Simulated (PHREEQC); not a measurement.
# Buffer (model solution)

Dissolve 0.12 mol/kgw NaHSO4 and 0.022 mol/kgw Na2SO4 at 25 °C. It is in equilibrium with CO2 at log p = -3.4 (atm). Otherwise closed; pH follows from the charge balance.

Equilibrium calculation in PHREEQC: ion-association model, wateq4f.dat.

```yaml
pH: 1.44
ionic_strength: 0.255 mol/kgw
activity_of_water: 0.994
total_alkalinity: -120 meq/kg
```

```json
[
 {"species": "Na+", "molality": "0.152", "activity": "0.112", "log γ": "-0.136"},
 {"species": "HSO4-", "molality": "0.0742", "activity": "0.0528", "log γ": "-0.147"},
 {"species": "SO4-2", "molality": "0.0563", "activity": "0.0150", "log γ": "-0.573"},
 {"species": "H+", "molality": "0.0458", "activity": "0.0361", "log γ": "-0.103"},
 {"species": "NaSO4-", "molality": "0.0115", "activity": "0.00842", "log γ": "-0.136"},
 {"species": "CO2", "molality": "1.28e-5", "activity": "1.36e-5", "log γ": "0.025"}
]
```

No solid was allowed to form.
